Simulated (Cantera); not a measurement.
A perfectly stirred reactor is fed with 18.0 % H2, 13.1 % O2, 49.1 % N2, 19.8 % H2O, equivalence ratio 0.69, at 600000 Pa; it is adiabatic with a 700 K inlet, and is followed from long to short residence time, starting on the burning branch (τ in s: 0.21, 0.064, 0.02, 0.0062, 0.0019, 0.0006, 0.00019, 5.8e-05, 1.8e-05, 5.7e-06).

Model: GRI-Mech 3.0 (53 species, 325 reactions), integrated in Cantera. The hydrogen kinetics of GRI-Mech 3.0 are dated; newer H2 mechanisms differ, most at raised pressure.

Problem. Predict: blow-out, bracketed by the residence times tried; x(H2) at τ = 0.210 s; x(O2) at τ = 0.210 s; x(H2O) at τ = 0.210 s; x(OH) at τ = 0.210 s; x(O) at τ = 0.210 s; x(H2) at τ = 0.600 ms; x(O2) at τ = 0.600 ms; x(H2O) at τ = 0.600 ms; x(OH) at τ = 0.600 ms; x(O) at τ = 0.600 ms.

Solution. 
* **blow-out, bracketed by the residence times tried**: burning at 5.70 µs, the shortest tried
* **x(H2) at τ = 0.210 s**: 0.000175
* **x(O2) at τ = 0.210 s**: 0.0442
* **x(H2O) at τ = 0.210 s**: 0.415
* **x(OH) at τ = 0.210 s**: 0.00145
* **x(O) at τ = 0.210 s**: 4.12e-5
* **x(H2) at τ = 0.600 ms**: 0.00196
* **x(O2) at τ = 0.600 ms**: 0.0445
* **x(H2O) at τ = 0.600 ms**: 0.412
* **x(OH) at τ = 0.600 ms**: 0.00338
* **x(O) at τ = 0.600 ms**: 0.000256
